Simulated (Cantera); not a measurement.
Input (Python, Cantera):

```python
import numpy as np
import cantera as ct

gas = ct.Solution("gri30.yaml")
gas.TPX = 1023, 1333, {'H2': 0.14, 'O2': 1}
reactor = ct.IdealGasConstPressureReactor(gas, energy="off", clone=False)
net = ct.ReactorNet([reactor])
net.rtol, net.atol = 1e-08, 1e-18
show = ['H2', 'O2', 'HO2', 'H', 'H2O']
times = np.geomspace(1e-05, 20, 15)

steps = ct.SolutionArray(gas, extra=["t"])
rows = []
print(f"{'t/s':>10s}{'T/K':>9s}{'P/Pa':>11s}" + "".join(f"{s:>11s}" for s in show))
for t in times:
    while net.time < t:
        t_next = net.step()
        steps.append(gas.state, t=t_next)
    rows.append([np.interp(t, steps.t, y) for y in (steps.T, steps.P, *steps(*show).X.T)])
    print(f"{t:10.3e}{rows[-1][0]:9.1f}{rows[-1][1]:11.4g}" + "".join(f"{x:11.3e}" for x in rows[-1][2:]))
rate = np.gradient(steps.T, steps.t)
print("integrator steps:", len(steps.t))
if steps.T.max() > steps.T[0] + 200:
    print(f"time of steepest temperature rise: {steps.t[rate.argmax()]:.4e} s")
gas.TPX = 1023, 1333, {'H2': 0.14, 'O2': 1}
gas.equilibrate("TP")
print(f"equilibrium (TP): T = {gas.T:.1f} K  " + "  ".join(f"{s} {gas[s].X[0]:.3e}" for s in show))
```

It prints:

```
       t/s      T/K       P/Pa         H2         O2        HO2          H        H2O
 1.000e-05   1023.0       1333  1.228e-01  8.772e-01  1.934e-11  1.864e-11  6.574e-14
 2.819e-05   1023.0       1333  1.228e-01  8.772e-01  5.455e-11  5.016e-11  1.279e-12
 7.946e-05   1023.0       1333  1.228e-01  8.772e-01  1.541e-10  1.360e-10  2.182e-11
 2.240e-04   1023.0       1333  1.228e-01  8.772e-01  4.372e-10  4.783e-10  3.290e-10
 6.314e-04   1023.0       1333  1.228e-01  8.772e-01  1.301e-09  5.220e-09  8.162e-09
 1.780e-03   1023.0       1333  1.228e-01  8.772e-01  4.589e-08  2.484e-06  4.519e-06
 5.017e-03   1023.0       1333  9.775e-03  8.211e-01  1.075e-05  4.035e-02  9.158e-02
 1.414e-02   1023.0       1333  1.926e-03  8.506e-01  1.071e-05  8.635e-03  1.214e-01
 3.986e-02   1023.0       1333  2.838e-04  8.665e-01  6.423e-06  4.326e-04  1.297e-01
 1.124e-01   1023.0       1333  2.922e-05  8.688e-01  1.955e-06  1.436e-05  1.306e-01
 3.168e-01   1023.0       1333  3.547e-06  8.691e-01  4.240e-07  7.106e-07  1.308e-01
 8.929e-01   1023.0       1333  5.926e-07  8.691e-01  9.661e-08  5.832e-08  1.308e-01
 2.517e+00   1023.0       1333  1.316e-07  8.691e-01  2.563e-08  6.950e-09  1.308e-01
 7.095e+00   1023.0       1333  3.524e-08  8.692e-01  7.707e-09  1.041e-09  1.308e-01
 2.000e+01   1023.0       1333  1.055e-08  8.692e-01  2.630e-09  1.782e-10  1.308e-01
integrator steps: 1673
equilibrium (TP): T = 1023.0 K  H2 2.091e-10  O2 8.692e-01  HO2 1.505e-09  H 5.219e-13  H2O 1.308e-01
```

Detailed kinetics in Cantera: GRI-Mech 3.0 (53 species, 325 reactions). Radical loss at walls, strong at low pressure, is not modelled. The temperature is held fixed by assumption; the heat of reaction is taken as removed at once.
